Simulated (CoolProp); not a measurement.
Properties of n-perfluoropentane along the isobar 10 MPa.

Model: reference Helmholtz-energy equation of state, Gao 2022, in CoolProp.

| T (°C) | phase | Z | speed of sound (m/s) | Joule-Thomson coefficient (K/MPa) | fugacity coefficient |
|---|---|---|---|---|---|
| 51.85 | liquid | 0.6761 | 474.7 | -0.2343 | ? |
| 70.95 | liquid | 0.6626 | 430.4 | -0.1852 | 0.06312 |
| 90.15 | liquid | 0.6533 | 387.2 | -0.1262 | 0.09580 |
| 109.25 | liquid | 0.6484 | 346.5 | -0.05516 | 0.1364 |
| 128.35 | liquid | 0.6477 | 308.7 | 0.03148 | 0.1845 |
| 147.45 | liquid | ? | 274.5 | 0.1375 | ? |
| 166.55 | supercritical | 0.6600 | 244.4 | 0.2667 | ? |
| 185.65 | supercritical | 0.6736 | 218.7 | 0.4212 | 0.3597 |
| 204.75 | supercritical | 0.6926 | 197.4 | 0.6000 | 0.4226 |
| 223.85 | supercritical | 0.7168 | 180.5 | 0.7943 | 0.4847 |

### Question
Fill in the missing entries.

### Answer

- 51.85, fugacity coefficient: 0.03871
- 147.45, Z: 0.6515
- 147.45, fugacity coefficient: 0.2388
- 166.55, fugacity coefficient: 0.2978
